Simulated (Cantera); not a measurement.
**Boron, boron nitride and boron oxide: B2O3 + O2 + N2 + NH3**

Input: 1 mol B2O3, 4 mol O2, 5.3 mol N2, 23 mol NH3, held at 1.00 bar.

Equilibrium computed with Cantera from the NASA thermochemical tables; the gas is ideal and each condensed phase is pure. Candidate condensed phases: B, BN, B2O3, B3O3H3, H2O; 39 gas species. Gases not in the tables: H3BO3. Equilibrium is a limit: real reactors are often held back by kinetics, nucleation or transport.

From 1423 K to 1673 K the condensed part is B2O3(l). From 1723 K to 1823 K nothing is condensed.

```tsv
T (K)	log p H2	log p N2	log p H2O	log p HBO2	log p B2O3	log p HBO	log p (HBO2)3	log p H	n B2O3(l)
1423	-0.29	-0.49	-0.82	-2.34	-5.39	-5.29	-3.47	-5.32	0.855
1473	-0.29	-0.49	-0.82	-2.13	-4.91	-4.94	-3.53	-5.04	0.786
1523	-0.29	-0.49	-0.83	-1.94	-4.46	-4.61	-3.60	-4.78	0.683
1573	-0.29	-0.49	-0.84	-1.77	-4.05	-4.30	-3.67	-4.54	0.535
1623	-0.29	-0.49	-0.85	-1.61	-3.66	-4.00	-3.74	-4.31	0.327
1673	-0.29	-0.49	-0.87	-1.46	-3.29	-3.73	-3.81	-4.09	0.0448
1723	-0.30	-0.49	-0.87	-1.44	-3.20	-3.60	-4.24	-3.89	0
1773	-0.30	-0.49	-0.87	-1.44	-3.16	-3.50	-4.70	-3.69	0
1823	-0.30	-0.49	-0.87	-1.44	-3.12	-3.41	-5.13	-3.51	0
```
log p: log10 of the partial pressure in bar; n: condensed amount in mol.
